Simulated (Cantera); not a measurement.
## Ignition delay

Mixture: 9.34 % CH₄, 19.0 % O₂, 71.6 % N₂, equivalence ratio 0.98, at 4.93 atm, adiabatic and at constant pressure. Ignition delay is the time to a rise of 400 K.

Cantera simulation using GRI-Mech 3.0 (53 species, 325 reactions); the numbers are that mechanism's predictions, not measurements.

| T0 (K) | delay (ms) |
|---|---|
| 1150 | 19.2 |
| 1250 | 5.27 |
| 1350 | 1.62 |
| 1450 | 0.552 |
| 1550 | 0.206 |
| 1650 | 0.0855 |

| Property | Result |
|---|---|
| apparent activation energy between 1450 and 1650 K | 190 kJ/mol |
